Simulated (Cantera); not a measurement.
An isothermal, constant-pressure homogeneous reactor starts with C2H4 : H2 = 1 : 3.1 (molar parts), at 1575 K and 190 Pa.

Detailed kinetics in Cantera: GRI-Mech 3.0 (53 species, 325 reactions). GRI-Mech 3.0 was tuned for natural gas; its chemistry of ethylene as a main component is partial and can be far from experiment. GRI-Mech 3.0 stops at C3 and has no aromatics, soot or wall deposition, so with more carbon than oxygen in the feed, carbon stays in small species such as C2H2 where larger ones or solid carbon would form. Radical loss at walls, strong at low pressure, is not modelled.

**Question.** Predict: x(C2H4) at 8.00 s; x(H2) at 8.00 s; x(CH4) at 8.00 s; x(CH3) at 8.00 s; x(C2H2) at 8.00 s.

**Answer.** 
| Quantity | Value |
|---|---|
| x(C2H4) at 8.00 s | 4.27e-5 (gas-phase equilibrium 4.12e-5) |
| x(H2) at 8.00 s | 0.803 (gas-phase equilibrium 0.803) |
| x(CH4) at 8.00 s | 1.45e-5 (gas-phase equilibrium 0.000237) |
| x(CH3) at 8.00 s | 2.51e-7 (gas-phase equilibrium 5.16e-6) |
| x(C2H2) at 8.00 s | 0.196 (gas-phase equilibrium 0.196) |
